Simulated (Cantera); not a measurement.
Cantera run, input and output.

```python
import numpy as np
import cantera as ct

gas = ct.Solution("gri30.yaml")
gas.TPX = 1625, 100000, {'C3H8': 1, 'H2': 16}
inlet = ct.Reservoir(gas, clone=True)

reactor = ct.IdealGasConstPressureReactor(gas, energy="off", clone=False)
exhaust = ct.Reservoir(gas, clone=True)
tau = [20, 6.2, 2, 0.63, 0.2, 0.065, 0.021, 0.0066, 0.0021, 0.00067][0]
for a, b in ((inlet, reactor), (reactor, exhaust)):
    ct.MassFlowController(a, b, mdot=lambda t: reactor.mass / tau)
net = ct.ReactorNet([reactor])
show = ['C3H8', 'H2', 'CH3', 'C2H4', 'H', 'C2H2']

rows = []
print(f"{'tau/s':>10s}{'T/K':>9s}" + "".join(f"{s:>11s}" for s in show))
for tau in [20, 6.2, 2, 0.63, 0.2, 0.065, 0.021, 0.0066, 0.0021, 0.00067]:
    net.initial_time = 0.0
    net.advance(30 * tau)
    before = gas.X
    net.advance(40 * tau)
    drift = np.max(np.abs(gas.X - before) / (gas.X + 1e-9))
    rows.append([gas.T, *gas[show].X, drift])
    print(f"{tau:10.3e}{gas.T:9.1f}" + "".join(f"{x:11.3e}" for x in gas[show].X))
```

Result:

```
     tau/s      T/K       C3H8         H2        CH3       C2H4          H       C2H2
 2.000e+01   1625.0  1.059e-07  8.975e-01  7.194e-05  4.087e-03  6.749e-05  5.114e-02
 6.200e+00   1625.0  3.202e-07  8.974e-01  7.270e-05  4.089e-03  6.789e-05  5.105e-02
 2.000e+00   1625.0  9.668e-07  8.970e-01  7.487e-05  4.095e-03  6.906e-05  5.080e-02
 6.300e-01   1625.0  2.992e-06  8.963e-01  8.082e-05  4.127e-03  7.254e-05  5.023e-02
 2.000e-01   1625.0  8.957e-06  8.952e-01  9.449e-05  4.270e-03  8.163e-05  4.930e-02
 6.500e-02   1625.0  2.496e-05  8.943e-01  1.210e-04  4.694e-03  1.011e-04  4.820e-02
 2.100e-02   1625.0  6.600e-05  8.934e-01  1.679e-04  5.683e-03  1.361e-04  4.666e-02
 6.600e-03   1625.0  1.703e-04  8.924e-01  2.468e-04  7.785e-03  1.923e-04  4.391e-02
 2.100e-03   1625.0  4.223e-04  8.912e-01  3.688e-04  1.177e-02  2.718e-04  3.920e-02
 6.700e-04   1625.0  1.029e-03  8.903e-01  5.560e-04  1.844e-02  3.776e-04  3.176e-02
```

Computed with Cantera and GRI-Mech 3.0 (53 species, 325 reactions). GRI-Mech 3.0 was tuned for natural gas; its chemistry of propane as a main component is partial and can be far from experiment. GRI-Mech 3.0 stops at C3 and has no aromatics, soot or wall deposition, so with more carbon than oxygen in the feed, carbon stays in small species such as C2H2 where larger ones or solid carbon would form.
